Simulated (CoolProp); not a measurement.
Values from CoolProp's reference Helmholtz-energy equation of state, Thol 2017.

Question: For octamethyltrisiloxane (MDM), give the phase and the cp (kJ/(kg K)), fugacity coefficient at 482.8 K and 0.101 MPa; 509.1 K and 0.101 MPa; 548.6 K and 0.101 MPa.

Answer: 
- 482.8 K and 0.101 MPa: gas; cp 1.91, fugacity coefficient 0.957
- 509.1 K and 0.101 MPa: gas; cp 1.97, fugacity coefficient 0.965
- 548.6 K and 0.101 MPa: gas; cp 2.05, fugacity coefficient 0.974
